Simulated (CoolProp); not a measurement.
Vapour-liquid equilibrium of benzene (1) + toluene (2) at 409.7 K; x and y are mole fractions of (1).

Computed with CoolProp (multi-fluid Helmholtz-energy mixture model, Thol 2012 and Lemmon 2006; pair parameters Bell 2016).

```
x     bubble pressure, mixture model (MPa)  bubble pressure, Raoult's law (MPa)  y, mixture model  y, Raoult's law
----  ------------------------------------  -----------------------------------  ----------------  ---------------
0.05                                0.2120                               0.2126                 …            0.103
0.2                                 0.2463                               0.2482                 …            0.353
0.35                                     …                               0.2839                 …            0.541
0.5                                 0.3168                               0.3196             0.671            0.686
0.65                                0.3528                               0.3552             0.791            0.802
0.8                                 0.3892                               0.3909             0.890            0.897
0.95                                0.4260                               0.4266                 …            0.976
```

Fill in the missing entries.


- 0.05, y, mixture model: 0.097
- 0.2, y, mixture model: 0.338
- 0.35, bubble pressure, mixture model (MPa): 0.2813
- 0.35, y, mixture model: 0.524
- 0.95, y, mixture model: 0.975

The largest gap from Raoult's law is -0.9 % in bubble pressure, at x = 0.35. No azeotrope shows between x = 0.05 and 0.95.

The pair parameters rest on a limited set of measurements; away from them the model extrapolates.
